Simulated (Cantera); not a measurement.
Source: NASA polynomial tables (part measured, part estimated), evaluated in Cantera. Values are per mole of reaction as written; species without (g) are pure solids or liquids, kept so even where they would boil at 1 bar.

Task: Between 300 and 650 K, where is each reaction favourable under standard conditions?
- P₄O₁₀ + 10 N(g) = P₄(g) + 10 NO(g)
- 6 P₂(g) + 10 O₃(g) = 3 P₄O₁₀
- 10 NO(g) + 2 P₂(g) = 5 N₂(g) + P₄O₁₀

Result: 
- P₄O₁₀ + 10 N(g) = P₄(g) + 10 NO(g): ΔG° is -933 kJ at 300 K and -1138 kJ at 650 K; it stays negative (K > 1). ΔH° is -786 kJ and ΔS° 541 J/K at 650 K.
- 6 P₂(g) + 10 O₃(g) = 3 P₄O₁₀: ΔG° is -10406 kJ at 300 K and -9373 kJ at 650 K; it stays negative (K > 1). ΔH° is -11241 kJ and ΔS° -2875 J/K at 650 K.
- 10 NO(g) + 2 P₂(g) = 5 N₂(g) + P₄O₁₀: ΔG° is -3803 kJ at 300 K and -3334 kJ at 650 K; it stays negative (K > 1). ΔH° is -4188 kJ and ΔS° -1314 J/K at 650 K.
